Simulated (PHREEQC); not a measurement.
## Buffer (model solution)

Dissolve 2.5 mmol/kgw HF and 0.1 mmol/kgw KOH at 25 °C. Closed to the air; pH follows from the charge balance.

Model: ion-association model, wateq4f.dat, run in PHREEQC.

The pH comes out as 3.03. The ionic strength comes out as 0.00106 mol/kgw and the total alkalinity comes out as -2.40 meq/kg.

| species | molality | activity | log γ |
|---|---|---|---|
| HF | 0.00142 | 0.00142 | 0.000 |
| F- | 0.00106 | 0.00102 | -0.016 |
| H+ | 0.000963 | 0.000930 | -0.015 |
| K+ | 0.000100 | 9.64e-5 | -0.016 |
| HF2- | 5.76e-6 | 5.56e-6 | -0.016 |
| H2F2 | 5.26e-6 | 5.26e-6 | 0.000 |

Precipitation was switched off in this run.
